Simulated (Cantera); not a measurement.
**CH3OH + O2 + N2 (carbon deposition, reforming and gasification)**

Charge: 1 mol CH3OH, 1.1 mol O2, 0.58 mol N2, at 600 °C and 1.10 mbar.

Equilibrium computed with Cantera from the NASA thermochemical tables; the gas is ideal and each condensed phase is pure. Candidate condensed phases: C, C6H6, C7H8, C8H18, H2O; 136 gas species. The numbers say what is thermodynamically allowed, not how fast it happens.

```yaml
x(H2O): 0.378
x(CO2): 0.237
x(H2): 0.181
x(N2): 0.162
x(CO): 0.0425
gas_amount: 3.580 mol
log10 activity of C(graphite) (absent): -4.02
```
